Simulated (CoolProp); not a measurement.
Saturation properties of oxygen.

Model: reference Helmholtz-energy equation of state, Schmidt 1985, in CoolProp.

| T (K) | p (MPa) | liquid cp (kJ/(kg K)) | surface tension (mN/m) | liquid conductivity (mW/(m K)) |
|---|---|---|---|---|
| 113 | 0.6646 | 1.836 | 7.69 | 118 |
| 118 | 0.9086 | 1.897 | 6.58 | 110 |
| 122.9 | 1.205 | 1.978 | 5.51 | 103 |
| 127.8 | 1.565 | 2.089 | 4.49 | 95.8 |
| 132.8 | 2.005 | 2.254 | 3.48 | 88.6 |
| 137.7 | 2.518 | 2.511 | 2.55 | 81.5 |
| 142.6 | 3.118 | 2.974 | 1.68 | 74.5 |
| 147.6 | 3.834 | 4.090 | 0.864 | 67.4 |

It boils at 90.2 K under 1 atm.

Thermal conductivity comes from a separate model (Lemmon 2004). Surface tension comes from a separate correlation (Mulero 2012).
